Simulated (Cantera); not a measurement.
Input: 1 mol Si, 0.42 mol H₂O, 770 mol H₂, equilibrated at 0.180 bar.

Method: chemical equilibrium by Gibbs-energy minimisation in Cantera with the NASA 1993 tables (ideal gas, pure condensed phases). Candidate condensed phases: H₂O, Si, SiO₂; 18 gas species. Mutual solubility and eutectic melting of coexisting phases are not modelled. The tables hold silica as quartz up to 1696 K and as liquid above; real silica turns to tridymite and cristobalite and melts near 1996 K. Kinetics and transport are ignored.

x: gas mole fraction; n: condensed amount in mol.

```json
[
 {"T (K)": "1123", "x H₂": "1.00", "x SiO": "2.78e-7", "x H": "1.00e-7", "x H₂O": "1.44e-8", "x SiH₂": "2.26e-9", "n Si(s)": "0.790", "n SiO₂(β-quartz)": "0.210"},
 {"T (K)": "1173", "x H₂": "1.000", "x SiO": "1.34e-6", "x H": "2.78e-7", "x H₂O": "3.63e-8", "x SiH₂": "6.81e-9", "n Si(s)": "0.789", "n SiO₂(β-quartz)": "0.209"},
 {"T (K)": "1223", "x H₂": "1.000", "x SiO": "5.70e-6", "x H": "7.09e-7", "x H₂O": "8.50e-8", "x SiH₂": "1.87e-8", "n Si(s)": "0.788", "n SiO₂(β-quartz)": "0.208"},
 {"T (K)": "1273", "x H₂": "1.000", "x SiO": "2.16e-5", "x H": "1.68e-6", "x H₂O": "1.86e-7", "x SiH₂": "4.76e-8", "n Si(s)": "0.782", "n SiO₂(β-quartz)": "0.202"},
 {"T (K)": "1323", "x H₂": "1.000", "x SiO": "…", "x H": "…", "x H₂O": "…", "x SiH₂": "…", "n Si(s)": "0.762", "n SiO₂(β-quartz)": "…"},
 {"T (K)": "1373", "x H₂": "1.000", "x SiO": "…", "x H": "…", "x H₂O": "…", "x SiH₂": "…", "n Si(s)": "…", "n SiO₂(β-quartz)": "…"},
 {"T (K)": "1423", "x H₂": "0.999", "x SiO": "0.000544", "x H": "1.57e-5", "x H₂O": "1.15e-6", "x SiH₂": "5.26e-7", "n Si(s)": "0.580", "n SiO₂(β-quartz)": "0"},
 {"T (K)": "1473", "x H₂": "0.999", "x SiO": "0.000544", "x H": "2.98e-5", "x H₂O": "7.68e-7", "x SiH₂": "1.05e-6", "n Si(s)": "0.580", "n SiO₂(β-quartz)": "0"}
]
```

**Question.** Complete the blanks.

**Answer.** 
- 1373, x SiO: 0.000229
- 1373, x H: 7.85e-6
- 1373, x H₂O: 7.45e-7
- 1373, x SiH₂: 2.51e-7
- 1373, n Si(s): 0.702
- 1373, n SiO₂(β-quartz): 0.122
- 1323, x SiO: 7.35e-5
- 1323, x H: 3.74e-6
- 1323, x H₂O: 3.82e-7
- 1323, x SiH₂: 1.13e-7
- 1323, n SiO₂(β-quartz): 0.182
